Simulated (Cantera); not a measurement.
A freely propagating, adiabatic, planar premixed flame of CH₄ : O₂ : N₂ : CO₂ = 1 : 2.2 : 8.26 : 1.3 (molar parts), equivalence ratio 0.91, unburnt at 300 K and 13300 Pa; mixture-averaged transport, grid criteria slope 0.08 and curve 0.16, no radiation.

Model: GRI-Mech 3.0 (53 species, 325 reactions), integrated in Cantera. Burning velocities carry a grid error of a few per cent, more on coarse grids.

### Question
What does this change do: CO2 1.3 to 1 parts?

### Answer
```csv
quantity,before,after
laminar burning velocity,31.6 cm/s,36.2 cm/s
thermal thickness,3.58 mm,3.28 mm
peak x(HCO),2.79e-5,3.32e-5
```

### Question
What does this change do: inlet temperature 300 to 525 K?

### Answer
```csv
quantity,before,after
laminar burning velocity,31.6 cm/s,85.0 cm/s
thermal thickness,3.58 mm,2.90 mm
peak x(HCO),2.79e-5,4.39e-5
```
